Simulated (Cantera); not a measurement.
An isothermal plug-flow reactor at 1123 K and 0.582 atm (inlet), inlet velocity 0.16 m/s, active area per volume 890 1/m; feed CH4 : O2 : N2 = 0.0075 : 0.13 : 0.79 (molar parts).

Cantera simulation using Deutschmann's 1995 Pt surface mechanism with GRI-Mech 3.0 gas chemistry; the numbers are that mechanism's predictions, not measurements. Catalytic surfaces can have several steady states; this one follows from the mechanism file's or the stated starting coverage. Mass transfer to the wall is taken as infinitely fast.

**Question.** Predict: x(CH4) at z = 0.0042 m; x(O2) at z = 0.0042 m; x(H2O) at z = 0.0042 m; x(CO2) at z = 0.0042 m; x(CO) at z = 0.0042 m; θ(free Pt) at the exit; θ(O*) at the exit; θ(OH*) at the exit.

**Answer.** 
| Property | Result |
|---|---|
| x(CH4) at z = 0.0042 m | 1.07e-5 |
| x(O2) at z = 0.0042 m | 0.124 |
| x(H2O) at z = 0.0042 m | 0.0161 |
| x(CO2) at z = 0.0042 m | 0.00800 |
| x(CO) at z = 0.0042 m | 4.38e-8 |
| θ(free Pt) at the exit | 0.353 |
| θ(O*) at the exit | 0.646 |
| θ(OH*) at the exit | 0.00142 |
